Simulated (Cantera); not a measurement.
What does this Cantera script print?

```python
import numpy as np
import cantera as ct

gas_names = """
    B BH BH2 BH3 BN BO BO2 B2 B2O B2O2 B2O3 B3O3H3 H HBO HBO2 HNO HNO2 HNO3 HO2 H2 H2O H2O2 H3B3O6 N NH
    NH2 NH3 NH2OH NO NO2 NO3 N2 N2H2 N2H4 N2O O OH O2 O3
""".split()
cond_names = """
    B(b) B(L) BN(s) B2O3(L) B3O3H3(cr) H2O(s) H2O(L)
""".split()


# ... load() reads the species with a 1 bar reference pressure and builds the phases ...
atoms = {
    'BN': {'B': 1, 'N': 1},
    'H2': {'H': 2},
    'N2': {'N': 2},
    'O2': {'O': 2},
}
top_T = {'BN(s)': 3200}  # K; cautious upper limits of use, not melting points


# ... equilibrate(T, P, feed) seeds the gas with the atoms and calls Mixture.equilibrate('TP', solver="vcs", rtol=1e-11, max_steps=5000) ...
results = []
feed = {'BN': 1, 'H2': 2.9, 'N2': 0.88, 'O2': 0.1}  # mol
P = 47000  # Pa
for T in [823, 973, 1123, 1273, 1423, 1573, 1723]:
    mix = equilibrate(T, P, feed)
    results.append((T, P, feed, dict(zip(mix.species_names, mix.species_moles))))

top = {s: max(r[3][s] / sum(r[3][g] for g in gas_names) for r in results) for s in gas_names}
cols = sorted((s for s in top if top[s] > 1e-06), key=lambda s: -top[s])[:7]
seen = [c for c in cond_names if any(r[3].get(c, 0) > 1e-12 for r in results)]
print("log10 of partial pressures in bar; condensed amounts in mol")
print(f"{'T/K':>10s}" + "".join(f"{s[:9]:>10s}" for s in cols + seen))
for T, P, feed, n in results:
    ng = sum(n[g] for g in gas_names)
    print(f"{T:10.4g}" + "".join(f"{np.log10(max(n[s] / ng * P / 1e5, 1e-99)):10.3f}" for s in cols)
          + "".join(f"{n.get(c, 0):10.4g}" for c in seen))
```

Result:

```
log10 of partial pressures in bar; condensed amounts in mol
       T/K        H2        N2      HBO2       HBO       H2O      B2O3       NH3     BN(s)   B2O3(L)
       823    -0.452    -0.939    -7.939   -12.253    -2.760   -15.983    -3.770    0.8762   0.06184
       973    -0.452    -0.938    -6.221    -9.367    -2.774   -12.053    -4.303    0.8758   0.06205
      1123    -0.452    -0.938    -4.991    -7.269    -2.800    -9.209    -4.699    0.8753   0.06227
      1273    -0.452    -0.938    -4.070    -5.679    -2.829    -7.062    -5.006     0.875   0.06215
      1423    -0.452    -0.939    -3.358    -4.433    -2.859    -5.387    -5.250    0.8753   0.06037
      1573    -0.454    -0.940    -2.793    -3.433    -2.889    -4.047    -5.450    0.8771   0.05258
      1723    -0.460    -0.943    -2.338    -2.615    -2.923    -2.952    -5.624    0.8787    0.0217
```

These are equilibrium values from Cantera (NASA tables, ideal gas, pure condensed phases), not measurements of a reactor. Mutual solubility and eutectic melting of coexisting phases are not modelled. Gases not in the tables: H3BO3.
